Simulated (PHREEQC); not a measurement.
Solution (25 °C): 0.025 mol NH4HF2 and 0.012 mol H2SiF6 per kg of water. Closed to the air; pH follows from the charge balance.

All values are PHREEQC results (ion-association model, phreeqc.dat), not measurements.

Question: The ionic strength comes out as 0.0433 mol/kgw. What activity coefficients do F-, NH4+, SiF6-2, HF2-, H+ get?

Answer: F- 0.82, NH4+ 0.81, SiF6-2 0.48, HF2- 0.83, H+ 0.86.

This is a speciation only: nothing precipitates in the calculation. SiF6-2 is the database's only silicon fluoride.
